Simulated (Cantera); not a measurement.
Charge: 1 mol SiH2Cl2, 110 mol H2, at 0.00110 bar.

Method: chemical equilibrium by Gibbs-energy minimisation in Cantera with the NASA 1993 tables (ideal gas, pure condensed phases). Candidate condensed phases: Si; 19 gas species. The tables' values for SiCl are old estimates; treat these amounts as uncertain. Rates play no part. All values below are at 1377 °C.

Base state: H2 0.980, HCl 0.0159, H 0.00271, SiCl2 0.000920, Si 0.000244, Cl 3.45e-5, SiCl 2.97e-5, SiH 1.46e-5 (mole fractions); condensed: Si(s).

Q: What changes in the equilibrium state with this change: pressure from 0.00110 bar to 1.00 bar?

A: 
| species | before | after |
|---|---|---|
| H2 | 0.980 | 0.983 |
| HCl | 0.0159 | 0.0159 |
| SiCl2 | 0.000920 | 0.000918 |
| H | 0.00271 | 9.01e-5 |
| Si | 0.000244 | 2.68e-7 |
| SiH2Cl2 | 1.13e-8 | 1.03e-5 |
| Cl | 3.45e-5 | 1.14e-6 |
| SiCl | 2.97e-5 | 9.83e-7 |
| Si(s), mol | 0.863 | 0.892 |
The tables' values for SiCl3 are old estimates; treat these amounts as uncertain.

Q: What changes in the equilibrium state with this change: SiH2Cl2 replaced by Si(CH3)4?

A: 
```csv
species,before,after
H2,0.980,0.997
H,0.00271,0.00274
C2H2 (acetylene),0,4.55e-5
HCl,0.0159,0
SiCl2,0.000920,0
Si,0.000244,3.02e-6
Cl,3.45e-5,0
SiCl,2.97e-5,0
SiH,1.46e-5,1.83e-7
"Si(s), mol",0.863,0
"C(graphite), mol",0,2.99
"SiC(s), mol",0,1.000
```
Further candidate phases: C, C6H6, C7H8, C8H18, SiC.
